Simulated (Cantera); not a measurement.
Input: 1 mol MgF₂, 0.76 mol HF, 3.9 mol H₂, equilibrated at 73.5 Torr.

Cantera equilibrium calculation (NASA polynomials, part measured and part estimated; ideal gas, pure solids and liquids). Candidate condensed phases: Mg, MgF₂; 17 gas species. The numbers say what is thermodynamically allowed, not how fast it happens.

### Question
Which condensed phases are stable at each of these points (T (°C)): 375, 525, 675, 825, 975, 1125, 1275, 1425?

### Answer
```csv
T (°C),condensed phases,Mg condensed (%)
375,MgF₂(s),100.0
525,MgF₂(s),100.0
675,MgF₂(s),100.0
825,MgF₂(s),100.0
975,MgF₂(s),100.0
1125,MgF₂(s),100.0
1275,MgF₂(l),99.4
1425,MgF₂(l),94.5
```

From 375 °C to 1125 °C the condensed part is MgF₂(s). From 1275 °C to 1425 °C the condensed part is MgF₂(l).
